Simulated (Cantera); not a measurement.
A diamond (100) surface in a fixed gas of H2 with x(CH4) = 0.007, x(H) = 0.012, at 1075 K, 0.0580 bar; coverages are run to steady state.

Detailed kinetics in Cantera: the Harris–Goodwin 1993 mechanism for the reconstructed diamond (100) surface.

θ: site fractions in the mechanism's names (c6HH fully hydrogenated, c6H* and c6*H radical sites, c6** diradical, c6HM methylated).

| x(CH3) | growth (µm/h) | θ c6HH | θ c6H* | θ c6*H | θ c6** | θ c6HM |
|---|---|---|---|---|---|---|
| 1e-06 | 0.0391 | 0.532 | 0.0255 | 0.427 | 0.0159 | 3.13e-5 |
| 2.2e-06 | 0.0861 | 0.532 | 0.0255 | 0.427 | 0.0159 | 6.90e-5 |
| 4.9e-06 | ___ | 0.532 | 0.0255 | 0.427 | 0.0159 | ___ |
| 1.1e-05 | 0.430 | 0.532 | 0.0255 | 0.427 | 0.0159 | 0.000345 |
| 2.4e-05 | ___ | 0.531 | 0.0255 | 0.426 | 0.0159 | ___ |
| 5.3e-05 | 2.07 | 0.531 | 0.0255 | 0.426 | 0.0159 | 0.00166 |
| 0.00012 | 4.67 | 0.529 | 0.0254 | 0.424 | 0.0158 | 0.00374 |
| 0.00026 | 10.0 | 0.526 | 0.0252 | 0.422 | 0.0157 | 0.00804 |
| 0.00058 | 22.0 | 0.518 | 0.0248 | 0.415 | 0.0153 | 0.0176 |

Task: Complete the blanks.

Result: 
- 4.9e-06, growth (µm/h): 0.192
- 4.9e-06, θ c6HM: 0.000154
- 2.4e-05, growth (µm/h): 0.938
- 2.4e-05, θ c6HM: 0.000751
